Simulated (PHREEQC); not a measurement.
PHREEQC input (ion-association model, wateq4f.dat):

```
SOLUTION_SPECIES
  SO4-2 + 10H+ + 8e- = H2S + 4H2O  # shut off: sulfate is not reduced
    -log_k -100
    -delta_h 0
    -analytic -100
SOLUTION 1
  temp 25
  units mol/kgw
  pH 7 charge
  F 0.067
SOLUTION 2
  temp 25
  units mol/kgw
  pH 7 charge
  Cl 0.003042
  Zn 0.0015
  K 4.2e-05
  S(6) 0.0009
  Fe(2) 0.0009
END
SELECTED_OUTPUT 1
  -reset false
  -pH true
  -pe true
  -ionic_strength true
  -water true
  -totals Cl F Fe K S Zn Fe(2) Fe(3) S(-2) S(6)
  -molalities H+ Cl- F- Fe+2 K+ SO4-2 Zn+2 Fe+3 FeOH+2 FeOH+
    Fe(OH)3- FeSO4+ FeCl+2 FeCl2+ FeCl3 FeSO4 KSO4- HSO4- H2S HS-
    S-2 O2 Fe(OH)2+ Fe(OH)3 Fe(OH)4- Fe(OH)2 FeHSO4+ OH- FeHSO4+2 FeF+2
    FeF2+ FeF3 HF HF2- ZnCl+ ZnCl2 ZnCl3- ZnCl4-2 ZnF+ ZnOH+
    Zn(OH)2 Zn(OH)3- Zn(OH)4-2 ZnOHCl Zn(HS)2 Zn(HS)3- ZnSO4 Zn(SO4)2-2 Fe(SO4)2- Fe2(OH)2+4
    Fe3(OH)4+5 FeF+ Fe(HS)2 Fe(HS)3- H2F2 FeCl+
  -saturation_indices Zincite(c) Zn4(OH)6SO4 Zn5(OH)8Cl2 Melanterite Goslarite ZnF2
PRINT
  -reset false
MIX 1
  1 1
  2 0
END
# ... the last block is repeated for the other 10 points of share of solution B
```

Selected output (columns that matter, 9 of 11 rows; share of solution B added in front):

```
share of solution B	pH	mu	Cl	F	Fe	K	S	Zn	si_Zincite(c)	si_Zn4(OH)6SO4	si_Zn5(OH)8Cl2	si_Melanterite	si_Goslarite	si_ZnF2
0	2.2105	0.0066528	0	0.067	0	0	0	0	-1000	-1000	-1000	-1000	-1000	-1000
0.1	2.2343	0.0070698	0.0003042	0.0603	9e-05	4.2e-06	9e-05	0.00015	-10.669	-35.348	-47.728	-6.3674	-6.4022	-7.0868
0.2	2.2609	0.0074573	0.0006084	0.0536	0.00018	8.4e-06	0.00018	0.0003	-10.32	-33.707	-45.437	-5.7723	-5.8074	-6.8302
0.4	2.3263	0.0081292	0.0012168	0.0402	0.00036	1.68e-05	0.00036	0.0006	-9.8977	-31.847	-42.856	-5.1795	-5.2153	-6.639
0.5	2.3681	0.0084012	0.001521	0.0335	0.00045	2.1e-05	0.00045	0.00075	-9.7208	-31.125	-41.863	-4.9877	-5.0238	-6.6134
0.6	2.4198	0.0086164	0.0018252	0.0268	0.00054	2.52e-05	0.00054	0.0009	-9.5414	-30.429	-40.912	-4.8292	-4.8656	-6.6237
0.8	2.5843	0.0087771	0.0024336	0.0134	0.00072	3.36e-05	0.00072	0.0012	-9.091	-28.818	-38.74	-4.5691	-4.606	-6.7944
0.9	2.7562	0.0085838	0.0027378	0.0067	0.00081	3.78e-05	0.00081	0.00135	-8.6953	-27.514	-37.002	-4.4516	-4.4886	-7.0659
1	5.941	0.007436	0.003042	0	0.0009	4.2e-05	0.0009	0.0015	-2.2703	-8.0955	-11.15	-4.3076	-4.3448	-1000
```

Complexes and solids missing from the database can't appear. wateq4f.dat counts part of the HF as a dimer, H2F2, which phreeqc.dat doesn't know; its constant is uncertain. Fluoro complexes past AlF4- and FeF3 are missing from the database.
